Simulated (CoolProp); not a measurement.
The numbers come from the reference Helmholtz-energy equation of state, Span 1996 in CoolProp.

Task: For carbon dioxide, give the phase and the cp (kJ/(kg K)), speed of sound (m/s), viscosity (µPa s) at 334.8 K and 0.0187 MPa; 722.4 K and 0.229 MPa; 484.2 K and 0.0582 MPa.

Result: 
- 334.8 K and 0.0187 MPa: gas; cp 0.882, speed of sound 284, viscosity 16.6
- 722.4 K and 0.229 MPa: gas; cp 1.14, speed of sound 405, viscosity 32.3
- 484.2 K and 0.0582 MPa: gas; cp 1.00, speed of sound 336, viscosity 23.3

Viscosity comes from a separate model (Laesecke 2017).
